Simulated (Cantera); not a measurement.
A closed system holds: 1 mol Si3N4, 0.13 mol CO2, 29 mol H2, at 750 Torr.

Cantera equilibrium calculation (NASA polynomials, part measured and part estimated; ideal gas, pure solids and liquids). Candidate condensed phases: C, C6H6, C7H8, C8H18, H2O, Si, SiC, SiO2, Si2N2O, Si3N4; 151 gas species. Mutual solubility and eutectic melting of coexisting phases are not modelled. Gases not in the tables: Si2H6 and higher silanes. The numbers say what is thermodynamically allowed, not how fast it happens.

Question: Which condensed phases are stable at each of these points (T (K)): 1498, 1548, 1598, 1648, 1698, 1748, 1798, 1848, 1898, 1948, 1998?

Answer: 
```csv
T (K),condensed phases,Si condensed (%)
1498,SiC(s) + Si2N2O(s) + Si3N4(s),100.0
1548,SiC(s) + Si2N2O(s) + Si3N4(s),100.0
1598,SiC(s) + Si2N2O(s) + Si3N4(s),100.0
1648,SiC(s) + Si2N2O(s) + Si3N4(s),100.0
1698,SiC(s) + Si2N2O(s) + Si3N4(s),100.0
1748,SiC(s) + Si2N2O(s) + Si3N4(s),99.9
1798,Si(l) + SiC(s) + Si2N2O(s) + Si3N4(s),99.7
1848,Si(l) + SiC(s) + Si2N2O(s) + Si3N4(s),99.3
1898,Si(l) + SiC(s) + Si2N2O(s) + Si3N4(s),98.5
1948,Si(l) + SiC(s) + Si2N2O(s),96.0
1998,Si(l) + SiC(s),93.2
```

From 1498 K to 1748 K the condensed part is SiC(s) + Si2N2O(s) + Si3N4(s). From 1798 K to 1898 K the condensed part is Si(l) + SiC(s) + Si2N2O(s) + Si3N4(s). At 1948 K the condensed part is Si(l) + SiC(s) + Si2N2O(s). At 1998 K the condensed part is Si(l) + SiC(s).
